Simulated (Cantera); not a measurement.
What does this Cantera script print?

```python
import numpy as np
import cantera as ct

gas = ct.Solution("gri30.yaml")
gas.TPX = 1975, 540000, {'CH4': 1, 'CO2': 0.71}
reactor = ct.IdealGasConstPressureReactor(gas, energy="off", clone=False)
net = ct.ReactorNet([reactor])
net.rtol, net.atol = 1e-08, 1e-18
show = ['CH4', 'CO2', 'H2', 'H', 'O2']
times = np.geomspace(6e-06, 200, 10)

steps = ct.SolutionArray(gas, extra=["t"])
rows = []
print(f"{'t/s':>10s}{'T/K':>9s}{'P/Pa':>11s}" + "".join(f"{s:>11s}" for s in show))
for t in times:
    while net.time < t:
        t_next = net.step()
        steps.append(gas.state, t=t_next)
    rows.append([np.interp(t, steps.t, y) for y in (steps.T, steps.P, *steps(*show).X.T)])
    print(f"{t:10.3e}{rows[-1][0]:9.1f}{rows[-1][1]:11.4g}" + "".join(f"{x:11.3e}" for x in rows[-1][2:]))
rate = np.gradient(steps.T, steps.t)
print("integrator steps:", len(steps.t))
if steps.T.max() > steps.T[0] + 200:
    print(f"time of steepest temperature rise: {steps.t[rate.argmax()]:.4e} s")
gas.TPX = 1975, 540000, {'CH4': 1, 'CO2': 0.71}
gas.equilibrate("TP")
print(f"equilibrium (TP): T = {gas.T:.1f} K  " + "  ".join(f"{s} {gas[s].X[0]:.3e}" for s in show))
```

Output:

```
       t/s      T/K       P/Pa        CH4        CO2         H2          H         O2
 6.000e-06   1975.0    5.4e+05  5.454e-01  4.094e-01  2.379e-02  5.245e-05  5.682e-12
 4.112e-05   1975.0    5.4e+05  3.209e-01  3.382e-01  2.178e-01  2.090e-04  1.349e-10
 2.818e-04   1975.0    5.4e+05  9.661e-02  1.652e-01  3.453e-01  3.151e-04  8.415e-10
 1.931e-03   1975.0    5.4e+05  2.387e-02  3.117e-02  3.558e-01  3.680e-04  8.485e-10
 1.323e-02   1975.0    5.4e+05  1.426e-02  1.146e-02  4.660e-01  4.098e-04  1.001e-10
 9.068e-02   1975.0    5.4e+05  7.817e-03  7.587e-04  5.300e-01  4.321e-04  4.524e-13
 6.214e-01   1975.0    5.4e+05  7.308e-03  2.551e-06  5.346e-01  4.337e-04  7.981e-18
 4.259e+00   1975.0    5.4e+05  7.308e-03  2.550e-06  5.346e-01  4.337e-04  7.977e-18
 2.918e+01   1975.0    5.4e+05  7.308e-03  2.550e-06  5.346e-01  4.337e-04  7.977e-18
 2.000e+02   1975.0    5.4e+05  7.308e-03  2.550e-06  5.346e-01  4.337e-04  7.977e-18
integrator steps: 1942
equilibrium (TP): T = 1975.0 K  CH4 7.308e-03  CO2 2.575e-06  H2 5.346e-01  H 4.337e-04  O2 8.118e-18
```

Detailed kinetics in Cantera: GRI-Mech 3.0 (53 species, 325 reactions).
